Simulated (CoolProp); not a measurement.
Saturation properties of R152A.

Computed with CoolProp (reference Helmholtz-energy equation of state, Outcalt 1996). It is a modified Benedict-Webb-Rubin equation, recast in Helmholtz form.

```csv
T (K),p (bar),liquid density (kg/m³),enthalpy of vaporisation (kJ/kg),surface tension (mN/m),vapour viscosity (µPa s),liquid conductivity (mW/(m K))
207.8,0.1056,1094,363.9,22.8,7.68,147
211.9,0.1385,1086,360.7,22.2,7.83,145
216,0.1794,1078,357.5,21.5,7.99,142
220.2,0.2311,1069,354.1,20.9,8.15,[?]
224.3,0.2928,1061,350.9,20.3,8.30,137
228.4,0.3673,1053,347.5,19.7,8.46,135
232.5,0.4565,1045,344.2,19.0,8.62,133
236.6,[?],1037,340.7,18.4,[?],131
240.7,0.6873,1029,337.3,17.8,8.93,129
```

Q: What belongs in the gaps?

A: 
- 220.2, liquid conductivity (mW/(m K)): 140
- 236.6, p (bar): 0.5624
- 236.6, vapour viscosity (µPa s): 8.77

It boils at 249.1 K under 1 atm.

Viscosity comes from a separate model (Bell 2016), an estimate that may be off by 10 % or more. Thermal conductivity comes from a separate model (Krauss 1996). Surface tension comes from a separate correlation (Mulero 2012).
